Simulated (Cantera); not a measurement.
A freely propagating, adiabatic, planar premixed flame of 43.1 % H2, 12.0 % O2, 44.9 % N2, unburnt at 475 K and 0.740 atm; mixture-averaged transport, grid criteria slope 0.08 and curve 0.16, no radiation.

Detailed kinetics in Cantera: the H2/O2 subset of GRI-Mech 3.0, which has no nitrogen chemistry. Burning velocities carry a grid error of a few per cent, more on coarse grids.

x: mole fraction of selected species; z is measured from the peak of heat release.

```
z (mm)  T (K)  u (m/s)   x H2      x O2   x H2O2       x H     x H2O      x OH
------  -----  -------  -----  --------  -------  --------  --------  --------
-1.79     475     6.08  0.431     0.120    <1e-8     <1e-8     <1e-8     <1e-8
-1.19     475     6.08  0.431     0.120    <1e-8     <1e-8     <1e-8     <1e-8
-0.894    475     6.08  0.431     0.120    <1e-8     <1e-8     <1e-8     <1e-8
-0.596    475     6.08  0.431     0.120    <1e-8     <1e-8   6.08e-8     <1e-8
-0.298    492     6.27  0.428     0.120  5.09e-6  0.000104  0.000541   4.98e-5
-0.149    740     9.21  0.395     0.114  2.17e-5   0.00791    0.0205  0.000753
0        1173     14.2  0.290    0.0763  2.02e-6    0.0501     0.104   0.00219
0.149    1461     17.5  0.192    0.0203  1.14e-6    0.0884     0.210   0.00465
0.298    1585     18.8  0.170   0.00446  7.36e-7    0.0921     0.242   0.00537
0.596    1701     20.1  0.173         ?        ?         ?     0.249   0.00600
1.19     1826     21.3  0.182   0.00105  2.73e-7    0.0644     0.253   0.00625
2.38     1948     22.6  0.191  0.000649  1.42e-7    0.0482     0.257   0.00587
4.77     2055     23.6  0.198  0.000345  7.26e-8    0.0338     0.262   0.00491
```

### Question
Fill in the missing entries.

### Answer

- 0.596, x O2: 0.00155
- 0.596, x H2O2: 4.81e-7
- 0.596, x H: 0.0806
